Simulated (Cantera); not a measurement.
Feed: 1 mol SiC, 0.23 mol N₂O, 330 mol H₂, at 2248 K and 2.90 Pa.

These are equilibrium values from Cantera (NASA tables, ideal gas, pure condensed phases), not measurements of a reactor. Candidate condensed phases: C, C₆H₆, C₇H₈, C₈H₁₈, H₂O, Si, SiC, SiO₂, Si₂N₂O, Si₃N₄; 151 gas species. Rates play no part.

Base state: H 0.719, H₂ 0.278, Si 0.00184, CO 0.000444, C₂H₂ (acetylene) 0.000368, N₂ 0.000320, HCN 0.000209, SiC₂ 8.48e-5 (mole fractions); condensed: gas only.

**Question.** What changes in the equilibrium state with this change: N₂O from 0.23 to 0.7 mol?

**Answer.** 
```tsv
species	before	after
H	0.719	0.718
H₂	0.278	0.277
Si	0.00184	0.00190
CO	0.000444	0.00135
N₂	0.000320	0.00122
C₃	5.46e-5	7.49e-6
C₂H₂ (acetylene)	0.000368	9.77e-5
C₂H	3.76e-5	9.99e-6
```
